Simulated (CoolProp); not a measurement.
Saturation properties of C3F8 (R218) (Tc = 71.9 °C, pc = 2640 kPa, ω = 0.317).

Values from CoolProp's reference Helmholtz-energy equation of state, Lemmon 2006. It is a short technical equation, of lower accuracy than the large ones.

```csv
T (°C),p (kPa),vapour density (kg/m³),enthalpy of vaporisation (kJ/kg)
-6.05,338.9,32.62,92.65
-1.55,394.0,37.86,90.56
2.95,455.6,43.77,88.37
7.45,524.2,50.45,86.09
11.95,600.2,57.97,83.70
16.45,684.2,66.45,81.19
20.95,776.6,76.03,78.53
25.45,878.0,86.87,75.72
29.95,989.0,99.20,72.72
34.45,1110,113.3,69.51
38.95,1242,129.5,66.04
43.45,1386,148.4,62.25
47.95,1542,170.7,58.06
52.45,1712,197.7,53.35
57.05,1901,232.0,47.77
```

It boils at -36.8 °C under 1 atm.
